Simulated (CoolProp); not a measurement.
Values from CoolProp's reference Helmholtz-energy equation of state, Lemmon 2003. It is a pseudo-pure fit of the blend.

Problem. For R507A, give the phase and the density (kg/m³), cv (kJ/(kg K)), isothermal compressibility (1/MPa), viscosity (µPa s) at 379.3 K and 2220 kPa; 379.3 K and 5560 kPa.

Solution. 
- 379.3 K and 2220 kPa: gas; density 83.5, cv 0.956, isothermal compressibility 0.549, viscosity 16.7
- 379.3 K and 5560 kPa: supercritical; density 340, cv 1.05, isothermal compressibility 0.379, viscosity 28.4

Viscosity comes from a separate model (Geller 2000).
